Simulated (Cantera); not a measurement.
A closed system holds: 1 mol SiCl₄, 0.31 mol N₂, equilibrated at 877 °C and 500 Pa.

Method: chemical equilibrium by Gibbs-energy minimisation in Cantera with the NASA 1993 tables (ideal gas, pure condensed phases). Candidate condensed phases: Si, Si₃N₄; 13 gas species. The tables' values for SiCl₃ are old estimates; treat these amounts as uncertain. Rates play no part.

### Question
What is the equilibrium state?

### Answer
| Property | Value |
|---|---|
| x(SiCl₄) | 0.763 |
| x(N₂) | 0.237 |
| x(SiCl₃) | 0.000148 |
| x(Cl) | 0.000127 |
| x(Cl₂) | 1.08e-5 |
| gas amount | 1.310 mol |
| log10 activity of Si(s) (absent) | -11.12 |
